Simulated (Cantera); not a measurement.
An adiabatic, constant-pressure homogeneous reactor starts with CH4 : CO : O2 : N2 = 1 : 0.37 : 1.15 : 4.32 (molar parts), at 1775 K and 750 Torr. Integrator tolerance rtol = 1e-08.

Cantera simulation using GRI-Mech 3.0 (53 species, 325 reactions); the numbers are that mechanism's predictions, not measurements.

**Question.** What does this change do: N2 4.32 to 7.3 parts?

**Answer.** 
```json
[
 {"quantity": "time of steepest temperature rise", "before": "0.154 ms", "after": "0.216 ms"},
 {"quantity": "temperature at 6.00 s", "before": "2748 K", "after": "2569 K"},
 {"quantity": "equilibrium temperature", "before": "2748 K", "after": "2569 K"},
 {"quantity": "x(CH4) at 6.00 s", "before": "1.95e-12 (gas-phase equilibrium 2.23e-12)", "after": "1.50e-12 (gas-phase equilibrium 1.69e-12)"},
 {"quantity": "x(CO) at 6.00 s", "before": "0.149 (gas-phase equilibrium 0.149)", "after": "0.108 (gas-phase equilibrium 0.108)"},
 {"quantity": "x(O2) at 6.00 s", "before": "0.000442 (gas-phase equilibrium 0.000442)", "after": "9.63e-5 (gas-phase equilibrium 9.63e-5)"},
 {"quantity": "x(C2H) at 6.00 s", "before": "<1e-12 (gas-phase equilibrium <1e-12)", "after": "<1e-12 (gas-phase equilibrium <1e-12)"},
 {"quantity": "x(NO2) at 6.00 s", "before": "4.23e-8 (gas-phase equilibrium 4.23e-8)", "after": "9.15e-9 (gas-phase equilibrium 9.15e-9)"}
]
```

**Question.** What does this change do: N2 4.32 to 5.4 parts?

**Answer.** 
| quantity | before | after |
|---|---|---|
| time of steepest temperature rise | 0.154 ms | 0.177 ms |
| temperature at 6.00 s | 2748 K | 2678 K |
| equilibrium temperature | 2748 K | 2678 K |
| x(CH4) at 6.00 s | 1.95e-12 (gas-phase equilibrium 2.23e-12) | 1.73e-12 (gas-phase equilibrium 1.96e-12) |
| x(CO) at 6.00 s | 0.149 (gas-phase equilibrium 0.149) | 0.131 (gas-phase equilibrium 0.131) |
| x(O2) at 6.00 s | 0.000442 (gas-phase equilibrium 0.000442) | 0.000250 (gas-phase equilibrium 0.000250) |
| x(C2H) at 6.00 s | <1e-12 (gas-phase equilibrium <1e-12) | <1e-12 (gas-phase equilibrium <1e-12) |
| x(NO2) at 6.00 s | 4.23e-8 (gas-phase equilibrium 4.23e-8) | 2.41e-8 (gas-phase equilibrium 2.41e-8) |
